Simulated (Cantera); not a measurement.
Input (Python, Cantera) and output of one run.

```python
import numpy as np
import cantera as ct

gas_names = """
    B BH BH2 BH3 BN B2 H H2 N NH NH2 NH3 N2 N2H2 N2H4
""".split()
cond_names = """
    B(b) B(L) BN(s)
""".split()


# ... load() reads the species with a 1 bar reference pressure and builds the phases ...
atoms = {
    'borazine': {'B': 3, 'N': 3, 'H': 6},
    'N2': {'N': 2},
}
top_T = {'BN(s)': 3200}  # K; cautious upper limits of use, not melting points


# ... equilibrate(T, P, feed) seeds the gas with the atoms and calls Mixture.equilibrate('TP', solver="vcs", rtol=1e-11, max_steps=5000) ...
results = []
feed = {'borazine': 1, 'N2': 0.9}  # mol
T = 998.15  # K
P = 100000  # Pa
mix = equilibrate(T, P, feed)
results.append((T, P, feed, dict(zip(mix.species_names, mix.species_moles))))
x = sorted(zip(gas.X, gas.species_names), reverse=True)
print(f"T = {T:g} K  P = {P:g} Pa  gas = {mix.phase_moles(0):.4g} mol")
print("   x: " + "  ".join(f"{s} {v:.3e}" for v, s in x if v > 1e-05))
print("   condensed (mol): " + ("  ".join(f"{mix.phase(i).name} {mix.phase_moles(i):.4g}"
      for i in range(1, mix.n_phases) if mix.phase_moles(i) > 1e-12) or "none"))
```

Result:

```
T = 998.15 K  P = 100000 Pa  gas = 3.899 mol
   x: H2 7.691e-01  N2 2.307e-01  NH3 1.909e-04
   condensed (mol): BN(s) 3
```

Equilibrium computed with Cantera from the NASA thermochemical tables; the gas is ideal and each condensed phase is pure. The feed counts by its element totals alone.
